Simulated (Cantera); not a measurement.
Input: 1 mol SiO2, 9.3 mol HCl, 0.36 mol H2, equilibrated at 1075 °C and 59.0 Pa.

Equilibrium computed with Cantera from the NASA thermochemical tables; the gas is ideal and each condensed phase is pure. Candidate condensed phases: H2O, Si, SiO2; 30 gas species. The tables hold silica as quartz up to 1696 K and as liquid above; real silica turns to tridymite and cristobalite and melts near 1996 K. Rates play no part.

Base state: HCl 0.962, H2 0.0374, Cl 0.000396, H2O 7.33e-5, SiCl4 2.12e-5, H 1.85e-5, SiO 1.10e-5 (mole fractions); condensed: SiO2(β-quartz).

Task: What changes in the equilibrium state with this change: SiO2 replaced by B2O3?

Result: 
```
species               before     after
-------------------  -------  --------
HCl                    0.962     0.953
H2                    0.0374    0.0372
HBO2                       0   0.00393
BOCl                       0   0.00359
SiCl4                2.12e-5         0
B2O3                       0   0.00114
BCl3                       0  0.000223
HBO                        0   8.83e-5
SiO2(β-quartz), mol    1.000         0
B2O3(l), mol               0     0.950
```
The tables' values for BOCl are old estimates; treat these amounts as uncertain. Gases not in the tables: BHCl2. Further candidate phases: B, B2O3, B3O3H3.
